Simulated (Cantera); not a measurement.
Input (Python, Cantera) and output of one run.

```python
import numpy as np
import cantera as ct

gas_names = """
    H H2 Si SiH SiH2 SiH3 SiH4 Si2 Si3
""".split()
cond_names = """
    Si(cr) Si(L)
""".split()


# ... load() reads the species with a 1 bar reference pressure and builds the phases ...
atoms = {
    'Si': {'Si': 1},
    'H2': {'H': 2},
}
top_T = {}  # K; cautious upper limits of use, not melting points


# ... equilibrate(T, P, feed) seeds the gas with the atoms and calls Mixture.equilibrate('TP', solver="vcs", rtol=1e-11, max_steps=5000) ...
results = []
feed = {'Si': 1, 'H2': 1.4}  # mol
T = 1173.15  # K
P = 13332.2  # Pa
mix = equilibrate(T, P, feed)
results.append((T, P, feed, dict(zip(mix.species_names, mix.species_moles))))
print(gas.report(threshold=0.001))
for i in range(1, mix.n_phases):
    print(f"{mix.phase(i).name:16s} {mix.phase_moles(i):12.5e} mol")
```

Output:

```
       temperature   1173.2 K
          pressure   13332 Pa
           density   0.0027555 kg/m^3
  mean mol. weight   2.016 kg/kmol
   phase of matter   gas

                          1 kg             1 kmol
                     ---------------   ---------------
          enthalpy        1.2887e+07         2.598e+07  J
   internal energy        8.0485e+06        1.6226e+07  J
           entropy             93189        1.8787e+05  J/K
    Gibbs function       -9.6438e+07       -1.9442e+08  J
 heat capacity c_p             15361             30969  J/K
 heat capacity c_v             11237             22654  J/K

                      mass frac. Y      mole frac. X     chem. pot. / RT
                     ---------------   ---------------   ---------------
                H2                 1                 1           -19.932
     [   +8 minor]        1.5749e-06        4.1298e-07

Si(cr)            1.00000e+00 mol
```

Equilibrium computed with Cantera from the NASA thermochemical tables; the gas is ideal and each condensed phase is pure.
